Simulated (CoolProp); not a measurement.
o-xylene along the isotherm 620 K: Z from the reference equation and from simpler models built on Tc = 630.3 K, pc = 3.737 MPa, ω = 0.312; each cubic takes its own stable root.

Model: reference Helmholtz-energy equation of state, Zhou 2012, in CoolProp.

```tsv
p (MPa)	phase	reference
0.431	gas	0.9532
0.862	gas	0.9036
1.29	gas	0.8505
1.72	gas	0.7919
2.16	gas	0.7240
2.59	gas	0.6449
3.02	gas	0.5400
3.45	liquid	0.1637
3.88	liquid	0.1728
4.31	liquid	0.1851
4.74	liquid	0.1984
5.17	liquid	0.2120
5.61	liquid	0.2262
```

Question: How far does each simpler model (van der Waals, Redlich-Kwong, Soave-Redlich-Kwong, Peng-Robinson) lie from the reference over these 13 states: mean and median of the absolute difference, and the worst?

Answer: 
- van der Waals: mean 41.2 %, median 18.8 %, worst +210.4 % at 620 K and 3.45 MPa
- Redlich-Kwong: mean 14.6 %, median 10.4 %, worst +35.9 % at 620 K and 3.45 MPa
- Soave-Redlich-Kwong: mean 12.9 %, median 8.8 %, worst +28.3 % at 620 K and 3.45 MPa
- Peng-Robinson: mean 5.7 %, median 3.8 %, worst +15.1 % at 620 K and 3.45 MPa
